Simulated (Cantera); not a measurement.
Source: NASA polynomial tables (part measured, part estimated), evaluated in Cantera. Values are per mole of reaction as written; species without (g) are pure solids or liquids, kept so even where they would boil at 1 bar.

2 CsCl ⇌ 2 Cs + Cl2(g), with ΔH° = 885.7 kJ and ΔS° = 191.1 J/K at 300 K.

Q: How far is the shortcut ΔG° ≈ ΔH°(300 K) − T·ΔS°(300 K) from the full temperature-dependent value at 573, 723, 873, 1023, 1173 K?

A: 
```csv
T (K),shortcut (kJ),full (kJ),difference (kJ),difference in log10 K,condensed phases
573,776.2,773.3,2.9,-0.26,"CsCl(s), Cs(l)"
723,747.5,744.1,3.4,-0.25,"CsCl(s), Cs(l)"
873,718.8,717.1,1.8,-0.11,"CsCl(s), Cs(l)"
1023,690.1,694.9,-4.7,0.24,"CsCl(l), Cs(l)"
1173,661.5,675.4,-14.0,0.62,"CsCl(l), Cs(l)"
```
The shortcut ignores heat capacities and the phase changes listed.
